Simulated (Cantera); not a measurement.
## Gas-phase reforming

An isothermal, constant-pressure homogeneous reactor starts with CH4 : CO2 : H2 = 1 : 0.87 : 0.37 (molar parts), at 1200 K and 0.987 atm.

Computed with Cantera and GRI-Mech 3.0 (53 species, 325 reactions).

```tsv
t (s)	x CH4	x CO2	x H2	x CH2	x CH3
0.000100	0.446	0.388	0.165	<1e-12	1.83e-8
0.000374	0.446	0.388	0.165	<1e-12	6.86e-8
0.00140	0.446	0.388	0.165	<1e-12	2.53e-7
0.00523	0.446	0.388	0.165	<1e-12	7.88e-7
0.0196	0.446	0.388	0.165	<1e-12	1.16e-6
0.0731	0.446	0.388	0.165	<1e-12	1.20e-6
0.273	0.446	0.388	0.165	<1e-12	1.30e-6
1.02	0.446	0.388	0.165	<1e-12	1.50e-6
3.82	0.446	0.387	0.164	<1e-12	1.62e-6
14.3	0.443	0.383	0.162	<1e-12	1.68e-6
53.5	0.435	0.366	0.154	<1e-12	1.87e-6
200	0.406	0.308	0.127	<1e-12	2.28e-6
```
x: mole fraction; the columns are a selection and need not sum to one.

Equilibrium at this temperature and pressure: CH4 0.0339, CO2 0.000456, H2 0.528, CH2 <1e-12, CH3 1.77e-7 (gas phase only).
